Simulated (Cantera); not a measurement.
**Equilibrium for fluorocarbon and chlorocarbon gases: CH₃F + H₂**

Charge: 1 mol CH₃F, 0.043 mol H₂, at 0.150 bar.

Equilibrium computed with Cantera from the NASA thermochemical tables; the gas is ideal and each condensed phase is pure. Candidate condensed phases: C, C₆H₆, C₇H₈, C₈H₁₈; 95 gas species. Equilibrium is a limit: real reactors are often held back by kinetics, nucleation or transport.

From 2923 K to 3223 K the condensed part is C(graphite). The main C-bearing gas is C₂H₂ (acetylene) at 2923 K and C₃ at 3223 K. The share of C in condensed phases is highest at 2923 K (90.4 %) and lowest at 3223 K (64.5 %).

| T (K) | x HF | x H | x H₂ | x C₂H₂ (acetylene) | x C₃ | x C₂H | x F | n C(graphite) |
|---|---|---|---|---|---|---|---|---|
| 2923 | 0.441 | 0.189 | 0.349 | 0.0172 | 0.000895 | 0.00143 | 0.00128 | 0.904 |
| 2973 | 0.433 | 0.214 | 0.327 | 0.0188 | 0.00156 | 0.00204 | 0.00167 | 0.887 |
| 3023 | 0.425 | 0.241 | 0.304 | 0.0202 | 0.00265 | 0.00285 | 0.00217 | 0.864 |
| 3073 | 0.416 | 0.269 | 0.280 | 0.0214 | 0.00444 | 0.00391 | 0.00281 | 0.834 |
| 3123 | 0.406 | 0.296 | 0.256 | 0.0224 | 0.00731 | 0.00528 | 0.00361 | 0.792 |
| 3173 | 0.394 | 0.323 | 0.230 | 0.0230 | 0.0118 | 0.00701 | 0.00461 | 0.732 |
| 3223 | 0.381 | 0.349 | 0.205 | 0.0232 | 0.0189 | 0.00915 | 0.00587 | 0.645 |
x: gas mole fraction; n: condensed amount in mol.
